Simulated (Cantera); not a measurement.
Charge: 1 mol CuO, 5.8 mol H2, 4.6 mol H2O, held at 1.33 mbar.

These are equilibrium values from Cantera (NASA tables, ideal gas, pure condensed phases), not measurements of a reactor. Candidate condensed phases: Cu, CuO, Cu(OH)2, Cu2O, H2O; 12 gas species. Rates play no part.

x: gas mole fraction; n: condensed amount in mol.

```csv
T (°C),x H2O,x H2,x Cu,x H,x OH,x O,n Cu(s),n Cu(l)
675,0.538,0.462,1.30e-9,9.76e-9,1.65e-11,<1e-12,1.00,0
775,0.538,0.462,7.34e-8,1.44e-7,5.28e-10,<1e-12,1.000,0
875,0.538,0.462,2.04e-6,1.33e-6,9.29e-9,<1e-12,1.000,0
975,0.538,0.462,(withheld),(withheld),(withheld),(withheld),1.000,0
1075,0.538,0.461,0.000351,4.30e-5,8.09e-7,7.05e-11,0.996,0
1175,0.537,0.460,0.00249,0.000171,4.76e-6,1.57e-9,0,0.974
1275,0.531,0.455,0.0135,0.000569,2.22e-5,2.35e-8,0,0.858
1375,0.506,0.433,0.0592,0.00160,8.43e-5,2.55e-7,0,0.343
1475,0.490,0.418,0.0874,(withheld),(withheld),(withheld),0,0
1575,0.488,0.415,0.0872,0.00935,0.000809,1.39e-5,0,0
1675,0.484,0.408,0.0867,0.0198,0.00212,7.61e-5,0,0
1775,0.474,0.396,0.0857,0.0386,0.00504,0.000355,0,0
1875,0.456,0.376,0.0840,0.0700,0.0109,0.00143,0,0
```

Question: What belongs in the gaps?

Answer: 
- 975, x Cu: 3.30e-5
- 975, x H: 8.69e-6
- 975, x OH: 1.04e-7
- 975, x O: 1.93e-12
- 1475, x H: 0.00405
- 1475, x OH: 0.000277
- 1475, x O: 2.11e-6
